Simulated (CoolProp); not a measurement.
Computed with CoolProp (reference Helmholtz-energy equation of state, Akasaka 2015).

Question: For R245fa, give the phase and the Z, cp (kJ/(kg K)), conductivity (mW/(m K)), Prandtl number at 440 K and 4.06 MPa.

Answer: 
- 440 K and 4.06 MPa: supercritical; Z 0.478, cp 2.93, conductivity 42.0, Prandtl number 1.98

Viscosity comes from a separate model (Bell 2016), an estimate that may be off by 10 % or more. Thermal conductivity comes from a separate model (Huber 2003), an estimate that may be off by 10 % or more.
